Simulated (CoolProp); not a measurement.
Vapour-liquid equilibrium of R141b (1) + n-pentane (2) at 369.3 K; x and y are mole fractions of (1).

Model: multi-fluid Helmholtz-energy mixture model, Lemmon 2006 and Thol 2019; pair parameters Bell 2016, in CoolProp.

```tsv
x	bubble pressure (MPa)	y at the bubble point	dew pressure at overall composition x (MPa)	liquid density (mol/L)
0.05	0.5593	0.072	0.5545	7.571
0.15	0.5849	0.194	0.5760	7.696
0.25	0.6039	0.298	0.5955	7.833
0.35	0.6179	0.392	0.6121	7.981
0.45	0.6276	0.480	0.6247	8.142
0.55	0.6337	0.566	0.6328	8.316
0.65	0.6365	0.654	0.6364	8.502
0.75	0.6360	0.744	0.6358	8.700
0.85	0.6323	0.841	0.6318	8.911
0.95	0.6255	0.945	0.6251	9.135
```

y crosses x between x = 0.65 and 0.75: the model has an azeotrope there.

Pair parameters are fitted to limited data, so mixtures are less certain than the pure fluids.
